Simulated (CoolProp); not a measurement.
The fluid at 307.86 K and 17.8 MPa flows at 22 m/s in a round tube of 10 mm bore and 1.5 µm roughness, fully developed (64/Re and Nu = 3.66 if laminar; Colebrook and Gnielinski if turbulent). The same conditions are run with several fluids, on thermodynamics alone (safety and materials aside).

The numbers come from the reference Helmholtz-energy equation of state of each fluid (CH2F2 (R32): Tillner-Roth 1997; R11: Jacobsen 1992; ethylbenzene: Zhou 2012; R124: de Vries 1995; R404A: Lemmon 2003) in CoolProp. Blends and air are pseudo-pure fits.

| fluid | Reynolds number | Darcy friction factor | pressure drop (Pa/m) | heat-transfer coefficient (W/(m² K)) | mass flow (kg/h) |
|---|---|---|---|---|---|
| CH2F2 (R32) | 1700000 | 0.0137 | 333000 | 54700 | 6260 |
| R11 | 696000 | 0.0145 | 526000 | 26600 | 9320 |
| ethylbenzene | [?] | [?] | 333000 | 23700 | [?] |
| R124 | 1030000 | [?] | 478000 | 31500 | 8720 |
| R404A | [?] | 0.0138 | [?] | 37300 | 7020 |

### Question
What belongs in the gaps?

### Answer

- ethylbenzene, Reynolds number: 300000
- ethylbenzene, Darcy friction factor: 0.0159
- ethylbenzene, mass flow (kg/h): 5390
- R124, Darcy friction factor: 0.0141
- R404A, Reynolds number: 1500000
- R404A, pressure drop (Pa/m): 376000

Transport values come from each fluid's own correlations; those of CH2F2 (R32), R11, ethylbenzene, R124 are estimates that may be off by 10 % or more.
